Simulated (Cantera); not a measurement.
**Thermodynamics of titanium nitride, carbide and oxide coatings, feed Ti + H2O + CH4**

Charge: 1 mol Ti, 0.19 mol H2O, 3.1 mol CH4, held at 1323 K.

Equilibrium computed with Cantera from the NASA thermochemical tables; the gas is ideal and each condensed phase is pure. Candidate condensed phases: C, C6H6, C7H8, C8H18, H2O, Ti, TiC, TiO, TiO2, Ti2O3, Ti3O5, Ti4O7; 113 gas species. Mutual solubility and eutectic melting of coexisting phases are not modelled. TiC: taken at fixed stoichiometry. Equilibrium is a limit: real reactors are often held back by kinetics, nucleation or transport.

From 0.000100 bar to 0.220 bar the condensed part is C(graphite) + TiC(s). At 1.00 bar the condensed part is C(graphite) + TiC(s) + Ti3O5(s).

```json
[
 {"P (Pa)": "10", "x H2": "0.971", "x CO": "0.0289", "x CH4": "6.41e-7", "x H": "0.000156", "x H2O": "2.06e-8", "n C(graphite)": "1.91", "n TiC(s)": "1.00", "n Ti3O5(s)": "0"},
 {"P (Pa)": "46", "x H2": "0.971", "x CO": "0.0289", "x CH4": "2.95e-6", "x H": "7.29e-5", "x H2O": "9.45e-8", "n C(graphite)": "1.91", "n TiC(s)": "1.00", "n Ti3O5(s)": "0"},
 {"P (Pa)": "220", "x H2": "0.971", "x CO": "0.0289", "x CH4": "1.41e-5", "x H": "3.33e-5", "x H2O": "4.52e-7", "n C(graphite)": "1.91", "n TiC(s)": "1.00", "n Ti3O5(s)": "0"},
 {"P (Pa)": "1000", "x H2": "0.971", "x CO": "0.0289", "x CH4": "6.41e-5", "x H": "1.56e-5", "x H2O": "2.06e-6", "n C(graphite)": "1.91", "n TiC(s)": "1.00", "n Ti3O5(s)": "0"},
 {"P (Pa)": "4600", "x H2": "0.971", "x CO": "0.0289", "x CH4": "0.000295", "x H": "7.29e-6", "x H2O": "9.45e-6", "n C(graphite)": "1.91", "n TiC(s)": "1.00", "n Ti3O5(s)": "0"},
 {"P (Pa)": "22000", "x H2": "0.970", "x CO": "0.0289", "x CH4": "0.00141", "x H": "3.33e-6", "x H2O": "4.51e-5", "n C(graphite)": "1.90", "n TiC(s)": "1.00", "n Ti3O5(s)": "0"},
 {"P (Pa)": "100000", "x H2": "0.977", "x CO": "0.0161", "x CH4": "0.00649", "x H": "1.57e-6", "x H2O": "0.000115", "n C(graphite)": "2.01", "n TiC(s)": "0.949", "n Ti3O5(s)": "0.0171"}
]
```
x: gas mole fraction; n: condensed amount in mol.
